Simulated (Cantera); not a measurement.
**SiH2Cl2 + H2 + HCl (silicon epitaxy and polysilicon growth)**

Feed: 1 mol SiH2Cl2, 18 mol H2, 0.06 mol HCl, held at 1077 °C.

These are equilibrium values from Cantera (NASA tables, ideal gas, pure condensed phases), not measurements of a reactor. Candidate condensed phases: Si; 19 gas species. The tables' values for SiCl3 are old estimates; treat these amounts as uncertain. Rates play no part.

| P (Pa) | log p H2 | log p HCl | log p SiCl2 | log p SiHCl3 | log p SiCl4 | log p SiCl3 | n Si(s) |
|---|---|---|---|---|---|---|---|
| 100 | -3.04 | -4.15 | -4.81 | -7.78 | -7.64 | -6.58 | 0.684 |
| 460 | -2.38 | -3.49 | -4.16 | -6.46 | -6.34 | -5.60 | 0.682 |
| 2100 | -1.72 | -2.84 | -3.52 | -5.18 | -5.07 | -4.64 | 0.676 |
| 9600 | -1.05 | -2.21 | -2.93 | -3.96 | -3.88 | -3.75 | 0.663 |
| 44000 | -0.39 | -1.62 | -2.41 | -2.84 | -2.83 | -2.97 | 0.633 |
| 200000 | 0.27 | -1.08 | -1.97 | -1.87 | -1.97 | -2.32 | 0.581 |
log p: log10 of the partial pressure in bar; n: condensed amount in mol.

From 0.750 Torr to 1500 Torr the condensed part is Si(s). The main Si-bearing gas is SiCl2 at 0.750 Torr and SiHCl3 at 1500 Torr. The share of Si in condensed phases is highest at 0.750 Torr (68.4 %) and lowest at 1500 Torr (58.1 %).
